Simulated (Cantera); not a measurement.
A Cantera script and what it prints.

```python
import numpy as np
import cantera as ct

gas_names = [...]  # 110 gases of nasa_gas.yaml made of C, H, O
cond_names = """
    C(gr) C6H6(L) C7H8(L) C8H18(L),n-octa H2O(s) H2O(L)
""".split()


# ... load() reads the species with a 1 bar reference pressure and builds the phases ...
atoms = {
    'C2H5OH': {'C': 2, 'H': 6, 'O': 1},
    'H2O': {'H': 2, 'O': 1},
    'H2': {'H': 2},
}
top_T = {'C(gr)': 4500}  # K; cautious upper limits of use, not melting points


# ... equilibrate(T, P, feed) seeds the gas with the atoms and calls Mixture.equilibrate('TP', solver="vcs", rtol=1e-11, max_steps=5000) ...
results = []
feed = {'C2H5OH': 1, 'H2O': 0.078, 'H2': 0.52}  # mol
T = 623.15  # K
P = 9200000  # Pa
mix = equilibrate(T, P, feed)
results.append((T, P, feed, dict(zip(mix.species_names, mix.species_moles))))
print(gas.report(threshold=1e-05))
for i in range(1, mix.n_phases):
    print(f"{mix.phase(i).name:16s} {mix.phase_moles(i):12.5e} mol")
```

Result:

```
       temperature   623.15 K
          pressure   9.2e+06 Pa
           density   31.411 kg/m^3
  mean mol. weight   17.69 kg/kmol
   phase of matter   gas

                          1 kg             1 kmol
                     ---------------   ---------------
          enthalpy       -7.7278e+06        -1.367e+08  J
   internal energy       -8.0207e+06       -1.4189e+08  J
           entropy             10549        1.8661e+05  J/K
    Gibbs function       -1.4301e+07       -2.5299e+08  J
 heat capacity c_p            2651.2             46899  J/K
 heat capacity c_v            2181.2             38585  J/K

                      mass frac. Y      mole frac. X     chem. pot. / RT
                     ---------------   ---------------   ---------------
               CH4           0.51488           0.56773           -33.906
                CO        8.0132e-05        5.0608e-05           -51.238
               CO2          0.092835          0.037316           -101.49
              C2H6        4.8924e-05        2.8781e-05           -51.353
                H2         0.0012568          0.011028           -16.459
               H2O            0.3909           0.38385           -66.709
     [ +104 minor]        7.7981e-08        3.1014e-08

C(gr)             5.77292e-01 mol
```

Cantera equilibrium calculation (NASA polynomials, part measured and part estimated; ideal gas, pure solids and liquids). The ideal-gas law is rough above about 30 bar.
